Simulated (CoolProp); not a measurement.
A simple Rankine cycle with isohexane: condensing at 290.15 K, boiler at 0.231 MPa, turbine inlet 401.8 K, turbine efficiency 0.6, pump efficiency 0.6, no recuperator. Each further row changes one setting.

The numbers come from the reference Helmholtz-energy equation of state, Lemmon 2006 in CoolProp. It is a short technical equation, of lower accuracy than the large ones.

```tsv
case	thermal efficiency (%)	net work (kJ/kg)	heat in (kJ/kg)	turbine exit temperature (K)	volume ratio over the turbine
as stated	9.3	51.7	555	373.2	11.3
turbine inlet 421.8 K	9.1	54.7	600	393.5	…
condensing temperature 282.15 K	…	…	…	369.4	…
boiler pressure 0.162 MPa	8.1	45.0	558	377.8	7.86
turbine efficiency 0.5	…	43.0	555	…	11.4
```

### Question
Fill in the missing entries.

### Answer

- turbine inlet 421.8 K, volume ratio over the turbine: 11.2
- condensing temperature 282.15 K, thermal efficiency (%): 10.3
- condensing temperature 282.15 K, net work (kJ/kg): 59.0
- condensing temperature 282.15 K, heat in (kJ/kg): 573
- condensing temperature 282.15 K, volume ratio over the turbine: 16.1
- turbine efficiency 0.5, thermal efficiency (%): 7.7
- turbine efficiency 0.5, turbine exit temperature (K): 377.5
